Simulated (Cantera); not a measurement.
Charge: 1 mol Si, 1.3 mol NF3, a varied amount of N2, at 1398 K and 5.70 Torr.

Equilibrium computed with Cantera from the NASA thermochemical tables; the gas is ideal and each condensed phase is pure. Candidate condensed phases: Si, Si3N4; 16 gas species. The tables' values for SiF3, SiF2 are old estimates; treat these amounts as uncertain. Kinetics and transport are ignored.

log p: log10 of the partial pressure in bar; n: condensed amount in mol.

| n(N2) (mol) | log p N2 | log p SiF4 | log p SiF3 | log p SiF2 | n Si3N4(s) |
|---|---|---|---|---|---|
| 2.2 | -2.25 | -2.74 | -3.92 | -5.27 | 0.00286 |
| 8.2 | -2.17 | -3.15 | -4.25 | -5.51 | 0.00155 |
| 14 | -2.15 | ? | -4.40 | -5.61 | ? |
| 20 | -2.14 | ? | -4.51 | -5.69 | ? |
| 26 | -2.14 | -3.60 | -4.62 | -5.79 | 0 |
| 32 | -2.13 | -3.69 | -4.70 | -5.87 | 0 |
| 38 | -2.13 | -3.76 | -4.77 | -5.95 | 0 |

Problem. What belongs in the gaps?

Solution. 
- 20, log p SiF4: -3.50
- 20, n Si3N4(s): 6.23e-5
- 14, log p SiF4: -3.35
- 14, n Si3N4(s): 0.000720
